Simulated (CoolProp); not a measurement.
Vapour-liquid equilibrium of acetone (1) + n-decane (2) at 321.1 K; x and y are mole fractions of (1).

Values from CoolProp's multi-fluid Helmholtz-energy mixture model, Lemmon 2006 and Lemmon 2006; pair parameters Bell 2016.

```json
[
 {"x": "0.05", "bubble pressure (kPa)": "10.14", "y at the bubble point": "0.926", "dew pressure at overall composition x (kPa)": "0.8238", "liquid density (mol/L)": "?"},
 {"x": "0.15", "bubble pressure (kPa)": "28.18", "y at the bubble point": "0.975", "dew pressure at overall composition x (kPa)": "0.9204", "liquid density (mol/L)": "?"},
 {"x": "0.25", "bubble pressure (kPa)": "42.39", "y at the bubble point": "0.985", "dew pressure at overall composition x (kPa)": "1.043", "liquid density (mol/L)": "5.971"},
 {"x": "0.35", "bubble pressure (kPa)": "?", "y at the bubble point": "0.988", "dew pressure at overall composition x (kPa)": "1.203", "liquid density (mol/L)": "6.465"},
 {"x": "0.45", "bubble pressure (kPa)": "56.94", "y at the bubble point": "0.990", "dew pressure at overall composition x (kPa)": "?", "liquid density (mol/L)": "7.036"},
 {"x": "0.55", "bubble pressure (kPa)": "59.78", "y at the bubble point": "0.991", "dew pressure at overall composition x (kPa)": "?", "liquid density (mol/L)": "7.704"},
 {"x": "0.65", "bubble pressure (kPa)": "61.74", "y at the bubble point": "0.992", "dew pressure at overall composition x (kPa)": "2.225", "liquid density (mol/L)": "?"},
 {"x": "0.75", "bubble pressure (kPa)": "64.00", "y at the bubble point": "0.992", "dew pressure at overall composition x (kPa)": "3.104", "liquid density (mol/L)": "9.459"},
 {"x": "0.85", "bubble pressure (kPa)": "67.43", "y at the bubble point": "0.994", "dew pressure at overall composition x (kPa)": "5.132", "liquid density (mol/L)": "10.65"},
 {"x": "0.95", "bubble pressure (kPa)": "72.66", "y at the bubble point": "0.997", "dew pressure at overall composition x (kPa)": "14.80", "liquid density (mol/L)": "?"}
]
```

### Question
What belongs in the gaps?

### Answer

- 0.05, liquid density (mol/L): 5.156
- 0.15, liquid density (mol/L): 5.539
- 0.35, bubble pressure (kPa): 51.68
- 0.45, dew pressure at overall composition x (kPa): 1.420
- 0.55, dew pressure at overall composition x (kPa): 1.734
- 0.65, liquid density (mol/L): 8.498
- 0.95, liquid density (mol/L): 12.15

No azeotrope shows between x = 0.05 and 0.95.

The pair parameters rest on a limited set of measurements; away from them the model extrapolates. With so large a gap from Raoult's law the liquid may split in two, which this calculation doesn't test in full.
